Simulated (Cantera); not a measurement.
A perfectly stirred reactor is fed with H2 : O2 : N2 = 0.97 : 1 : 9.7 (molar parts), at 750 Torr; it is held at 1125 K, and followed from long to short residence time.

Cantera simulation using the H2/O2 subset of GRI-Mech 3.0, which has no nitrogen chemistry; the numbers are that mechanism's predictions, not measurements. The temperature is held fixed by assumption; the heat of reaction is taken as removed at once.

x: mole fraction; the columns are a selection and need not sum to one.

| τ (s) | x H2 | x O2 | x HO2 | x O | x H2O2 | x H2O | x H |
|---|---|---|---|---|---|---|---|
| 3.5 | 7.69e-5 | 0.0461 | 2.74e-6 | 1.90e-6 | 1.72e-7 | 0.0866 | 2.77e-7 |
| 0.88 | 0.000195 | 0.0461 | 5.94e-6 | 5.56e-6 | 4.58e-7 | 0.0865 | 1.10e-6 |
| 0.22 | (withheld) | 0.0462 | (withheld) | (withheld) | (withheld) | 0.0862 | (withheld) |
| 0.056 | (withheld) | 0.0465 | (withheld) | (withheld) | (withheld) | 0.0856 | (withheld) |
| 0.014 | 0.00210 | 0.0469 | 2.47e-5 | 0.000106 | 2.44e-6 | 0.0844 | 6.55e-5 |
| 0.0036 | 0.00420 | 0.0479 | 3.12e-5 | 0.000246 | 3.03e-6 | 0.0820 | 0.000243 |
| 0.00092 | 0.00836 | 0.0498 | 3.66e-5 | 0.000535 | 3.60e-6 | 0.0772 | 0.000863 |

### Question
What belongs in the gaps?

### Answer

- 0.22, x H2: 0.000462
- 0.22, x HO2: 1.10e-5
- 0.22, x O: 1.58e-5
- 0.22, x H2O2: 1.04e-6
- 0.22, x H: 4.34e-6
- 0.056, x H2: 0.00100
- 0.056, x HO2: 1.75e-5
- 0.056, x O: 4.21e-5
- 0.056, x H2O2: 1.77e-6
- 0.056, x H: 1.68e-5
